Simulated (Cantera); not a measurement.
Calcination and drying: KOH + C + CO2

A closed system holds: 1 mol KOH, a varied amount of C, 7.3 mol CO2, at 1248.15 K and 0.00133 bar.

Equilibrium computed with Cantera from the NASA thermochemical tables; the gas is ideal and each condensed phase is pure. Candidate condensed phases: C, C6H6, C7H8, C8H18, H2O, K, KOH, KO2, K2CO3, K2O, K2O2; 116 gas species. Kinetics and transport are ignored.

From 0.17 mol C to 1.4 mol C nothing is condensed. The main K-bearing gas is KOH at 0.17 mol C and K at 1.4 mol C.

| n(C) (mol) | log p CO2 | log p CO | log p K | log p KOH | log p H2O |
|---|---|---|---|---|---|
| 0.17 | -2.95 | -4.84 | -4.13 | -4.10 | -4.43 |
| 0.37 | -2.97 | -4.22 | -4.02 | -4.27 | -4.34 |
| 0.57 | -2.99 | -3.96 | -3.99 | -4.37 | -4.32 |
| 0.77 | -3.01 | -3.80 | -3.98 | -4.45 | -4.32 |
| 0.97 | -3.03 | -3.68 | -3.97 | -4.51 | -4.33 |
| 1.2 | -3.05 | -3.58 | -3.97 | -4.57 | -4.34 |
| 1.4 | -3.07 | -3.52 | -3.97 | -4.63 | -4.36 |
log p: log10 of the partial pressure in bar; nothing condenses.
